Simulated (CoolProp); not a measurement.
A single-stage vapour-compression cycle with the fluid: evaporating at 325.15 K (dew point), condensing at 368.15 K (bubble point), superheat 10 K, subcooling 5 K, compressor efficiency 0.6, no pressure losses. The same conditions are run with several fluids, on thermodynamics alone (safety and materials aside).

Values from CoolProp's reference Helmholtz-energy equation of state of each fluid (R113: Marx 1992; 1,2-dichloroethane: Thol 2015; cyclopropane: Polt 1992; n-perfluoropentane: Gao 2022; cyclohexane: Zhou 2014; R1233zd(E): Akasaka 2022). The equations of Platzer and Polt are older, rougher fits.

### Question
Rank R113, 1,2-dichloroethane, cyclopropane, n-perfluoropentane, cyclohexane, R1233zd(E) by cooling COP, highest first.

### Answer
1,2-dichloroethane (4.17), cyclohexane (4.06), R113 (3.93), R1233zd(E) (3.80), cyclopropane (3.47), n-perfluoropentane (3.14)

```tsv
fluid	pressure ratio	discharge temperature (K)	refrigerating effect (kJ/kg)	volumetric capacity (kJ/m³)
R113	3.31	380.5	113	928
1,2-dichloroethane	4.26	416.6	298	361
cyclopropane	2.37	397.4	273	7070
n-perfluoropentane	3.16	368.2	48.6	1200
cyclohexane	3.91	385.6	311	373
R1233zd(E)	3.00	385.3	136	2160
```

The compression ends wet for: n-perfluoropentane.
